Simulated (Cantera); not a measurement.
A Cantera script and what it prints.

```python
import numpy as np
import cantera as ct

gas_names = """
    CL CL2 H HCL H2 N NH NH2 NH3 N2 N2H2 N2H4 Si SiCL SiCL2 SiCL3 SiCL4 SiH SiHCL3 SiH2 SiH2CL2 SiH3
    SiH3CL SiH4 SiN Si2 Si2N Si3
""".split()
cond_names = """
    NH4CL(a) NH4CL(b) Si(cr) Si(L) Si3N4(a)
""".split()


# ... load() reads the species with a 1 bar reference pressure and builds the phases ...
atoms = {
    'SiCl4': {'Si': 1, 'CL': 4},
    'NH3': {'N': 1, 'H': 3},
    'N2': {'N': 2},
}
top_T = {'Si3N4(a)': 2400}  # K; cautious upper limits of use, not melting points


# ... equilibrate(T, P, feed) seeds the gas with the atoms and calls Mixture.equilibrate('TP', solver="vcs", rtol=1e-11, max_steps=5000) ...
results = []
feed = {'SiCl4': 1, 'NH3': 16, 'N2': 5.5}  # mol
T = 1748.15  # K
P = 10000  # Pa
mix = equilibrate(T, P, feed)
results.append((T, P, feed, dict(zip(mix.species_names, mix.species_moles))))
print(gas.report(threshold=0.0001))
for i in range(1, mix.n_phases):
    print(f"{mix.phase(i).name:16s} {mix.phase_moles(i):12.5e} mol")
```

It prints:

```
       temperature   1748.2 K
          pressure   10000 Pa
           density   0.0099805 kg/m^3
  mean mol. weight   14.507 kg/kmol
   phase of matter   gas

                          1 kg             1 kmol
                     ---------------   ---------------
          enthalpy        2.5268e+06        3.6656e+07  J
   internal energy        1.5249e+06        2.2121e+07  J
           entropy             16457        2.3874e+05  J/K
    Gibbs function       -2.6243e+07       -3.8069e+08  J
 heat capacity c_p            2371.1             34396  J/K
 heat capacity c_v            1797.9             26082  J/K

                      mass frac. Y      mole frac. X     chem. pot. / RT
                     ---------------   ---------------   ---------------
                 H        3.8026e-05        0.00054725           -10.961
               HCL           0.20885          0.083103           -37.017
                H2          0.079514           0.57216           -21.921
                N2           0.64624           0.33464           -29.893
             SiCL2          0.062999         0.0092327           -58.678
             SiCL3          0.001898        0.00020481           -84.735
     [  +22 minor]        0.00046101        0.00010751

Si(L)             0.00000e+00 mol
Si3N4(a)          2.09777e-01 mol
```

Equilibrium computed with Cantera from the NASA thermochemical tables; the gas is ideal and each condensed phase is pure. The tables' values for SiCl3, SiCl are old estimates; treat these amounts as uncertain.
